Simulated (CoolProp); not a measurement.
A simple Rankine cycle with n-hexane: condensing at 333.15 K, boiler at 1.08 MPa, turbine inlet 482.3 K, turbine efficiency 0.7, pump efficiency 0.7, no recuperator. Each further row changes one setting.

The numbers come from the reference Helmholtz-energy equation of state, Thol 2019 in CoolProp.

| case | thermal efficiency (%) | net work (kJ/kg) | heat in (kJ/kg) | turbine exit temperature (K) | volume ratio over the turbine |
|---|---|---|---|---|---|
| as stated | 11.5 | 73.3 | 637 | 439.8 | 15.3 |
| turbine inlet 502.3 K | 11.2 | 77.6 | 691 | 460.7 | 14.9 |
| condensing temperature 325.15 K | 12.3 | 81.0 | 657 | 436.2 | 20.0 |
| boiler pressure 0.756 MPa | 10.2 | 65.8 | 647 | 447.4 | 10.2 |
| turbine efficiency 0.6 | 9.8 | 62.5 | 637 | 444.4 | 15.5 |
